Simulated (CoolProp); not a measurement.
Vapour-liquid equilibrium of CHF3 (R23) (1) + R152A (2) at 0.803 MPa; x and y are mole fractions of (1).

The numbers come from the multi-fluid Helmholtz-energy mixture model, Penoncello 2003 and Outcalt 1996; pair parameters Bell 2016 in CoolProp.

| x | bubble temperature, mixture model (°C) | bubble temperature, Raoult's law (°C) | y, mixture model | y, Raoult's law |
|---|---|---|---|---|
| 0.05 | 28.3 | 25.1 | 0.195 | 0.293 |
| 0.125 | (withheld) | 13.2 | 0.423 | 0.548 |
| 0.2 | 9.8 | 4.2 | 0.586 | 0.695 |
| 0.275 | 2.3 | -3.0 | 0.702 | 0.786 |
| 0.35 | -4.3 | -9.0 | 0.784 | 0.847 |
| 0.425 | -10.0 | -13.9 | 0.843 | 0.889 |
| 0.5 | -15.0 | -18.2 | 0.885 | 0.919 |
| 0.575 | (withheld) | -21.9 | 0.917 | 0.941 |
| 0.65 | -23.2 | -25.2 | 0.941 | 0.958 |
| 0.725 | (withheld) | -28.1 | 0.960 | 0.971 |
| 0.8 | -29.6 | -30.7 | 0.974 | 0.981 |
| 0.875 | -32.4 | -33.0 | 0.985 | 0.990 |
| 0.95 | -34.9 | -35.2 | 0.995 | 0.996 |

### Question
Fill in the missing entries.

### Answer

- 0.125, bubble temperature, mixture model (°C): 18.5
- 0.575, bubble temperature, mixture model (°C): -19.3
- 0.725, bubble temperature, mixture model (°C): -26.6

The largest gap from Raoult's law is +5.6 K in bubble temperature, at x = 0.2. No azeotrope shows between x = 0.05 and 0.95.

The pair parameters rest on a limited set of measurements; away from them the model extrapolates.
